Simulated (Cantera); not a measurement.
A perfectly stirred reactor is fed with CH4 : H2 : O2 : N2 = 1 : 0.082 : 1.46 : 5.48 (molar parts), at 930000 Pa; it is adiabatic with a 523 K inlet, and is followed from long to short residence time, starting on the burning branch (τ in s: 0.021, 0.0087, 0.0036, 0.0015, 0.00064, 0.00027, 0.00011, 4.6e-05, 1.9e-05).

Detailed kinetics in Cantera: GRI-Mech 3.0 (53 species, 325 reactions).

One state of this run: T (K) = 2107; x CH4 = 0.00529; x H2 = 0.0462; x O2 = 0.00583; x CH2O = 8.24e-5; x C2H6 = 2.16e-5; x CO2 = 0.0414; x CH3 = 0.000973. x: mole fraction; the columns are a selection and need not sum to one.

Task: Which value of τ (s) does it belong to?
(A) 4.6e-5
(B) 0.00027
(C) 0.021
(D) 1.9e-5

Result: B, 0.00027
